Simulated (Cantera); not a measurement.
Cantera run, input and output.

```python
import numpy as np
import cantera as ct

gas = ct.Solution("gri30.yaml")


def delay(T, t_max=10):
    gas.TPX = T, 130000, {'CH4': 1, 'C2H6': 0.12, 'O2': 1.86, 'N2': 5.4}
    reactor = ct.IdealGasConstPressureReactor(gas, clone=False)
    net = ct.ReactorNet([reactor])
    net.rtol, net.atol = 1e-8, 1e-16
    while net.time < t_max:
        t_old, T_old = net.time, reactor.T
        net.step()
        if reactor.T > T + 400:  # ignition: a rise of 400 K
            return t_old + (T + 400 - T_old) / (reactor.T - T_old) * (net.time - t_old)
    return np.nan


taus = []
for T in [1075, 1175, 1275, 1375, 1475, 1575, 1675, 1775]:
    taus.append(delay(T))
    print(f"T0 = {T:6g} K   tau = {taus[-1]:.4e} s")
```

Result:

```
T0 =   1075 K   tau = 1.9941e-02 s
T0 =   1175 K   tau = 4.7693e-03 s
T0 =   1275 K   tau = 1.5298e-03 s
T0 =   1375 K   tau = 5.6326e-04 s
T0 =   1475 K   tau = 2.2471e-04 s
T0 =   1575 K   tau = 9.8304e-05 s
T0 =   1675 K   tau = 4.8241e-05 s
T0 =   1775 K   tau = 2.6635e-05 s
```

Computed with Cantera and GRI-Mech 3.0 (53 species, 325 reactions).
